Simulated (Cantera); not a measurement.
What does this Cantera script print?

```python
import numpy as np
import cantera as ct

gas_names = """
    CL CL2 H HCL H2 N NH NH2 NH3 N2 N2H2 N2H4 Si SiCL SiCL2 SiCL3 SiCL4 SiH SiHCL3 SiH2 SiH2CL2 SiH3
    SiH3CL SiH4 SiN Si2 Si2N Si3
""".split()
cond_names = """
    NH4CL(a) NH4CL(b) Si(cr) Si(L) Si3N4(a)
""".split()


def load(file, names, dense=False):
    # The tables refer to 1 bar. Condensed volumes are neglected.
    table = {s.name: s for s in ct.Species.list_from_file(file)}
    out = []
    for n in names:
        d = dict(table[n].input_data)
        d["thermo"] = dict(d["thermo"], **{"reference-pressure": 1e5})
        if dense:
            d["equation-of-state"] = {"model": "constant-volume", "density": "1e6 g/cm^3"}
        out.append(ct.Species.from_dict(d))
    return out


gas = ct.Solution(thermo="ideal-gas", species=load("nasa_gas.yaml", gas_names))
cond = {s.name: ct.Solution(thermo="fixed-stoichiometry", species=[s], name=s.name)
        for s in load("nasa_condensed.yaml", cond_names, dense=True)}
atoms = {
    'SiH2Cl2': {'Si': 1, 'H': 2, 'CL': 2},
    'NH3': {'N': 1, 'H': 3},
    'H2': {'H': 2},
    'N2': {'N': 2},
}
top_T = {'Si3N4(a)': 2400}  # K; cautious upper limits of use, not melting points


def equilibrate(T, P, feed):
    n = {}
    for name, mol in feed.items():
        for a, k in atoms[name].items():
            n[a] = n.get(a, 0.0) + k * mol
    gas.TPX = T, P, n
    mass = sum(n.values()) * gas.mean_molecular_weight
    gas.equilibrate("TP")
    valid = [c for c in cond.values() if c.min_temp <= T <= top_T.get(c.name, c.max_temp)]
    mix = ct.Mixture([(gas, mass / gas.mean_molecular_weight)] + [(c, 0.0) for c in valid])
    mix.T, mix.P = T, P
    mix.equilibrate("TP", solver="vcs", rtol=1e-11, max_steps=5000)
    return mix


results = []
feed = {'SiH2Cl2': 1, 'NH3': 28, 'H2': 0.48, 'N2': 1.3}  # mol
P = 400  # Pa
for T in [1148, 1223, 1298, 1373, 1448, 1523, 1598, 1673, 1748, 1823, 1898, 1973, 2048, 2123]:
    mix = equilibrate(T, P, feed)
    results.append((T, P, feed, dict(zip(mix.species_names, mix.species_moles))))

top = {s: max(r[3][s] / sum(r[3][g] for g in gas_names) for r in results) for s in gas_names}
cols = sorted((s for s in top if top[s] > 0.001), key=lambda s: -top[s])[:8]
seen = [c for c in cond_names if any(r[3].get(c, 0) > 1e-12 for r in results)]
print("log10 of partial pressures in bar; condensed amounts in mol")
print(f"{'T/K':>10s}" + "".join(f"{s[:9]:>10s}" for s in cols + seen))
for T, P, feed, n in results:
    ng = sum(n[g] for g in gas_names)
    print(f"{T:10.4g}" + "".join(f"{np.log10(max(n[s] / ng * P / 1e5, 1e-99)):10.3f}" for s in cols)
          + "".join(f"{n.get(c, 0):10.4g}" for c in seen))
```

Output:

```
log10 of partial pressures in bar; condensed amounts in mol
       T/K        H2        N2         H       HCL        Si     SiCL2        CL     Si(L)  Si3N4(a)
      1148    -2.541    -3.004    -8.416    -3.869   -16.254    -8.370    -9.798         0    0.3333
      1223    -2.541    -3.004    -7.793    -3.869   -14.317    -7.635    -9.185         0    0.3332
      1298    -2.541    -3.004    -7.241    -3.869   -12.606    -6.987    -8.642         0    0.3328
      1373    -2.541    -3.004    -6.748    -3.871   -11.084    -6.414    -8.160         0    0.3314
      1448    -2.541    -3.004    -6.306    -3.877    -9.721    -5.911    -7.730         0    0.3272
      1523    -2.541    -3.004    -5.907    -3.891    -8.495    -5.478    -7.352         0    0.3168
      1598    -2.541    -3.003    -5.544    -3.921    -7.387    -5.122    -7.026         0    0.2956
      1673    -2.541    -3.001    -5.214    -3.974    -6.379    -4.850    -6.754         0      0.26
      1748    -2.546    -2.991    -4.914    -3.973    -5.837    -4.878    -6.454    0.7701         0
      1823    -2.548    -2.992    -4.637    -3.969    -5.355    -4.913    -6.176      0.73         0
      1898    -2.551    -2.994    -4.383    -3.968    -4.911    -4.950    -5.921    0.6041         0
      1973    -2.558    -2.998    -4.149    -3.971    -4.501    -4.992    -5.689    0.2817         0
      2048    -2.567    -3.003    -3.933    -3.958    -4.287    -5.160    -5.455         0         0
      2123    -2.577    -3.007    -3.734    -3.943    -4.252    -5.471    -5.234         0         0
```

Equilibrium computed with Cantera from the NASA thermochemical tables; the gas is ideal and each condensed phase is pure. The tables' values for SiCl, SiN are old estimates; treat these amounts as uncertain. Gases not in the tables: Si2H6 and higher silanes.
